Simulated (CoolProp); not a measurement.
A simple Rankine cycle with dimethyl carbonate: condensing at 331.15 K, boiler at 1.39 MPa, turbine inlet 476.9 K, turbine efficiency 0.65, pump efficiency 0.7, no recuperator. Each further row changes one setting.

Model: reference Helmholtz-energy equation of state, Zhou 2011, in CoolProp.

```
case                             thermal efficiency (%)  net work (kJ/kg)  heat in (kJ/kg)  turbine exit temperature (K)  volume ratio over the turbine
-------------------------------  ----------------------  ----------------  ---------------  ----------------------------  -----------------------------
as stated                                          15.0              86.9              580                         401.5                           44.5
turbine inlet 496.9 K                              15.0              92.2              616                         422.6                           43.4
condensing temperature 323.15 K                    15.8              94.0              595                         396.5                           61.1
boiler pressure 0.973 MPa                          13.9              82.1              590                         411.9                           29.6
turbine efficiency 0.55                            12.6              73.2              580                         410.9                           45.6
```
